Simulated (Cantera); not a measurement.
Stirred combustor or abatement burner

A perfectly stirred reactor is fed with H₂ : O₂ : N₂ : H₂O = 1 : 1.06 : 4 : 0.24 (molar parts), at 1.50 bar; it is adiabatic with a 325 K inlet, and is followed from long to short residence time, starting on the burning branch (τ in s: 0.32, 0.084, 0.022, 0.0058, 0.0015, 0.0004, 0.00011, 2.8e-05, 7.3e-06).

Model: GRI-Mech 3.0 (53 species, 325 reactions), integrated in Cantera.

```
τ (s)    T (K)      x H₂    x O₂   x H₂O    x NO₂   x H₂O₂    x N₂O
-------  -----  --------  ------  ------  -------  -------  -------
0.32      1546   5.21e-5  0.0964   0.214  1.48e-8  1.44e-7  5.70e-7
0.084     1545  0.000127  0.0964   0.213  1.86e-8  2.73e-7  9.49e-7
0.022     1541  0.000309  0.0964   0.213  1.57e-8  5.03e-7  1.14e-6
0.0058    1534  0.000749  0.0963   0.212  9.62e-9  8.95e-7  1.00e-6
0.0015    1519   0.00183  0.0964   0.210  6.08e-9  1.59e-6  7.34e-7
0.00040   1484   0.00437  0.0969   0.206  4.88e-9  2.89e-6  4.86e-7
0.00011   1407    0.0110  0.0994   0.197  3.68e-9  5.96e-6  2.77e-7
2.8e-5     325     0.159   0.168  0.0381   <1e-12   <1e-12   <1e-12
7.3e-6     325     0.159   0.168  0.0381   <1e-12   <1e-12   <1e-12
```
x: mole fraction; the columns are a selection and need not sum to one.
